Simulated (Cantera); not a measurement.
Input (Python, Cantera) and output of one run.

```python
import numpy as np
import cantera as ct

gas_names = [...]  # 110 gases of nasa_gas.yaml made of C, H, O
cond_names = """
    C(gr) C6H6(L) C7H8(L) C8H18(L),n-octa H2O(s) H2O(L)
""".split()


# ... load() reads the species with a 1 bar reference pressure and builds the phases ...
atoms = {
    'C2H5OH': {'C': 2, 'H': 6, 'O': 1},
    'H2': {'H': 2},
    'H2O': {'H': 2, 'O': 1},
}
top_T = {'C(gr)': 4500}  # K; cautious upper limits of use, not melting points


# ... equilibrate(T, P, feed) seeds the gas with the atoms and calls Mixture.equilibrate('TP', solver="vcs", rtol=1e-11, max_steps=5000) ...
results = []
T = 1098  # K
P = 4300  # Pa
for m in [0.039, 0.055, 0.078, 0.11, 0.15, 0.22, 0.31, 0.43, 0.61, 0.85, 1.2, 1.7, 2.4]:
    feed = {'C2H5OH': 1, 'H2': 1, 'H2O': m}  # mol
    mix = equilibrate(T, P, feed)
    results.append((T, P, feed, dict(zip(mix.species_names, mix.species_moles))))

top = {s: max(r[3][s] / sum(r[3][g] for g in gas_names) for r in results) for s in gas_names}
cols = sorted((s for s in top if top[s] > 1e-05), key=lambda s: -top[s])[:6]
seen = [c for c in cond_names if any(r[3].get(c, 0) > 1e-12 for r in results)]
print("log10 of partial pressures in bar; condensed amounts in mol")
print(f"{'n(H2O)':>10s}" + "".join(f"{s[:9]:>10s}" for s in cols + seen))
for T, P, feed, n in results:
    ng = sum(n[g] for g in gas_names)
    print(f"{feed['H2O']:10.4g}" + "".join(f"{np.log10(max(n[s] / ng * P / 1e5, 1e-99)):10.3f}" for s in cols)
          + "".join(f"{n.get(c, 0):10.4g}" for c in seen))
```

It prints:

```
log10 of partial pressures in bar; condensed amounts in mol
    n(H2O)        H2        CO       H2O       CO2       CH4     C(gr)
     0.039    -1.467    -2.057    -4.560    -5.153    -4.370      0.96
     0.055    -1.468    -2.053    -4.557    -5.146    -4.372    0.9441
     0.078    -1.469    -2.048    -4.553    -5.135    -4.375    0.9212
      0.11    -1.471    -2.040    -4.548    -5.120    -4.379    0.8893
      0.15    -1.473    -2.031    -4.541    -5.102    -4.384    0.8494
      0.22    -1.477    -2.017    -4.531    -5.074    -4.392    0.7797
      0.31    -1.482    -2.000    -4.519    -5.040    -4.402      0.69
      0.43    -1.489    -1.980    -4.506    -5.000    -4.415    0.5704
      0.61    -1.497    -1.955    -4.489    -4.949    -4.432     0.391
      0.85    -1.507    -1.927    -4.471    -4.893    -4.452    0.1518
       1.2    -1.520    -1.935    -3.063    -3.481    -5.906         0
       1.7    -1.539    -1.993    -2.538    -2.995    -6.545         0
       2.4    -1.564    -2.069    -2.262    -2.770    -6.972         0
```

Method: chemical equilibrium by Gibbs-energy minimisation in Cantera with the NASA 1993 tables (ideal gas, pure condensed phases).
